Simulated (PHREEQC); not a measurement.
Consider water at 20 °C with 0.2 mol/kgw Na2SO4, 0.35 mol/kgw CaCl2 and 1.4 mol/kgw KBr. Closed to the air; pH follows from the charge balance.

All values are PHREEQC results (ion-association model, wateq4f.dat), not measurements.

```
Quantity                  Value
-----------------  ------------
ionic strength     2.65 mol/kgw
activity of water         0.927
```

| species | molality | activity | log γ |
|---|---|---|---|
| Br- | 1.40 | 1.72 | 0.089 |
| K+ | 1.35 | 0.763 | -0.247 |
| Cl- | 0.700 | 0.396 | -0.247 |
| Na+ | 0.383 | 0.331 | -0.064 |
| Ca+2 | 0.284 | 0.0983 | -0.461 |
| CaSO4 | 0.0659 | 0.121 | 0.265 |
| SO4-2 | 0.0654 | 0.00648 | -1.004 |
| KSO4- | 0.0518 | 0.0318 | -0.212 |
| NaSO4- | 0.0169 | 0.0104 | -0.212 |
| CaOH+ | 2.14e-7 | 1.36e-7 | -0.196 |
| H+ | 1.54e-7 | 1.11e-7 | -0.142 |
| OH- | 1.10e-7 | 5.67e-8 | -0.287 |
| HSO4- | 1.10e-7 | 6.28e-8 | -0.242 |
| CaHSO4+ | 6.05e-8 | 7.42e-8 | 0.089 |

No solid was allowed to form. Saturation is exceeded, for instance for Gypsum; the values hold only as long as no solid forms. The ionic strength is past about 0.7 mol/kgw, beyond the range of this activity model, so the values are rough. Complexes and solids missing from the database can't appear.
